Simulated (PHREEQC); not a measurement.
A made-up water analysis in mg/kgw, 25 °C, pH 7.03:

```json
[
 {"constituent": "Na", "mg/kgw": "2200"},
 {"constituent": "K", "mg/kgw": "139"},
 {"constituent": "Ca", "mg/kgw": "183"},
 {"constituent": "Mg", "mg/kgw": "94.9"},
 {"constituent": "Cl", "mg/kgw": "3500"},
 {"constituent": "S(6) as SO4", "mg/kgw": "1260"},
 {"constituent": "Alkalinity as HCO3", "mg/kgw": "1.11"},
 {"constituent": "Br", "mg/kgw": "81.1"}
]
```

Valence states are taken as typed.

The numbers come from PHREEQC with the Pitzer model, pitzer.dat.

No solid was allowed to form.

Question: Order these C species by the share of C that they hold, largest first: CO3-2, CO2, HCO3-.

Answer: HCO3- (86 %), CO2 (14 %), CO3-2 (0.13 %)

The pH is 7.03 and the ionic strength 0.143 mol/kgw. Species that the database lacks are ignored.
